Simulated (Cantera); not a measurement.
A closed system holds: 1 mol Si, 0.42 mol N₂O, 1.2 mol N₂, at 1400 K.

These are equilibrium values from Cantera (NASA tables, ideal gas, pure condensed phases), not measurements of a reactor. Candidate condensed phases: Si, SiO₂, Si₂N₂O, Si₃N₄; 16 gas species. Mutual solubility and eutectic melting of coexisting phases are not modelled. The numbers say what is thermodynamically allowed, not how fast it happens.

x: gas mole fraction; n: condensed amount in mol.

```csv
P (Pa),x N₂,x SiO,x Si,x Si₂N,n Si(s),n Si₂N₂O(s),n Si₃N₄(s)
0.100,0.793,0.206,0.000823,1.96e-6,0.578,0,0
1,0.995,0.00530,5.70e-5,3.34e-7,0,0.414,0.0553
10,1.000,0.000246,1.22e-6,4.87e-9,0,0.420,0.0534
100,1.000,?,?,?,0,0.420,0.0533
1000,1.000,?,?,1.05e-12,0,0.420,0.0533
10000,1.00,2.46e-8,1.22e-11,<1e-12,0,0.420,0.0533
100000,1.00,1.14e-9,<1e-12,<1e-12,0,0.420,0.0533
1000000,1.00,5.30e-11,<1e-12,<1e-12,0,0.420,0.0533
```

Q: Complete the blanks.

A: 
- 100, x SiO: 1.14e-5
- 100, x Si: 2.64e-8
- 100, x Si₂N: 7.15e-11
- 1000, x SiO: 5.30e-7
- 1000, x Si: 5.68e-10
